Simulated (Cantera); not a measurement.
Input: 1 mol Si, 2.4 mol F2, 0.87 mol N2, held at 825 °C and 100000 Pa.

These are equilibrium values from Cantera (NASA tables, ideal gas, pure condensed phases), not measurements of a reactor. Candidate condensed phases: Si, Si3N4; 16 gas species. Equilibrium is a limit: real reactors are often held back by kinetics, nucleation or transport.

Base state: SiF4 0.423, N2 0.367, F2 0.123, F 0.0837, NF3 0.00269 (mole fractions); condensed: gas only.

### Question
What changes in the equilibrium state with this change: temperature from 825 °C to 475 °C?

### Answer
```csv
species,before,after
SiF4,0.423,0.493
N2,0.367,0.369
NF3,0.00269,0.119
F2,0.123,0.0183
F,0.0837,0.000480
```

### Question
What changes in the equilibrium state with this change: temperature from 825 °C to 1102 °C?

### Answer
```csv
species,before,after
SiF4,0.423,0.385
N2,0.367,0.335
F,0.0837,0.251
F2,0.123,0.0286
NF3,0.00269,1.73e-5
```
